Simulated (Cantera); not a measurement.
## Equilibrium for iron carbonyl, mercury and lead vapours: Fe(CO)5 + N2

Charge: 1 mol Fe(CO)5, 7 mol N2, at 43.5 Torr.

Cantera equilibrium calculation (NASA polynomials, part measured and part estimated; ideal gas, pure solids and liquids). Candidate condensed phases: C, Fe, Fe(CO)5, FeO, Fe2O3, Fe3O4; 27 gas species. Condensed phases not in the tables: cementite and carbon dissolved in iron. The numbers say what is thermodynamically allowed, not how fast it happens.

From 948 K to 1148 K the condensed part is C(graphite) + Fe(α). From 1198 K to 1298 K the condensed part is C(graphite) + Fe(γ). From 1348 K to 1548 K the condensed part is Fe(γ).

```
T (K)   x N2   x CO     x CO2      x Fe    x C2N2  n C(graphite)  n Fe(α)  n Fe(γ)
-----  -----  -----  --------  --------  --------  -------------  -------  -------
948    0.592  0.392    0.0156    <1e-12    <1e-12          0.184     1.00        0
998    0.587  0.408   0.00570    <1e-12    <1e-12         0.0680     1.00        0
1048   0.585  0.413   0.00220  2.42e-12    <1e-12         0.0263     1.00        0
1098   0.584  0.415  0.000913  2.01e-11    <1e-12         0.0109     1.00        0
1148   0.584  0.416  0.000408  1.38e-10    <1e-12        0.00490     1.00        0
1198   0.583  0.416  0.000195  8.00e-10  3.64e-12        0.00235        0     1.00
1248   0.583  0.417   9.94e-5   4.02e-9  1.28e-11        0.00119        0     1.00
1298   0.583  0.417   5.33e-5   1.78e-8  4.09e-11       0.000640        0     1.00
1348   0.583  0.417   3.00e-5   7.03e-8  1.20e-10              0        0    1.000
1398   0.583  0.417   1.76e-5   2.51e-7  3.25e-10              0        0    1.000
1448   0.583  0.417   1.08e-5   8.22e-7  8.21e-10              0        0    1.000
1498   0.583  0.417   6.80e-6   2.48e-6   1.95e-9              0        0    1.000
1548   0.583  0.417   4.43e-6   6.94e-6   4.40e-9              0        0    1.000
```
x: gas mole fraction; n: condensed amount in mol.
